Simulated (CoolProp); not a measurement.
The fluid at 298.15 K and 1.88 MPa is throttled through a valve to 0.412 MPa with no heat exchange. The same conditions are run with several fluids, on thermodynamics alone (safety and materials aside).

Computed with CoolProp (reference Helmholtz-energy equation of state of each fluid (carbon monoxide: Lemmon 2006; C2F6 (R116): Lemmon 2006; methane: Setzmann 1991; ethylene: Smukala 2000; dry air: Lemmon 2000)). Blends and air are pseudo-pure fits.

```
fluid            temperature change (K)  final density (kg/m³)
---------------  ----------------------  ---------------------
carbon monoxide                    -3.6                      …
C2F6 (R116)                       -15.7                      …
methane                            -6.5                      …
ethylene                          -16.6                   5.08
dry air                            -3.3                   4.87
```

Task: Fill in the missing entries.

Result: 
- carbon monoxide, final density (kg/m³): 4.72
- C2F6 (R116), final density (kg/m³): 25.6
- methane, final density (kg/m³): 2.75
